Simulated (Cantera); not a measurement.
## Ignition delay

Mixture: H2 : O2 : N2 = 1 : 1.14 : 5.8 (molar parts), equivalence ratio 0.44, at 7500 Torr, adiabatic and at constant volume. Ignition delay is the time to a rise of 400 K.

Computed with Cantera and the H2/O2 subset of GRI-Mech 3.0, which has no nitrogen chemistry. The hydrogen kinetics of GRI-Mech 3.0 are dated; newer H2 mechanisms differ, most at raised pressure.

| T0 (K) | delay (ms) |
|---|---|
| 1075 | 2.48 |
| 1150 | 0.402 |
| 1225 | 0.0284 |
| 1300 | 0.00662 |
| 1375 | 0.00367 |
| 1450 | 0.00251 |
| 1525 | 0.00189 |

apparent activation energy between 1375 and 1525 K: 77 kJ/mol
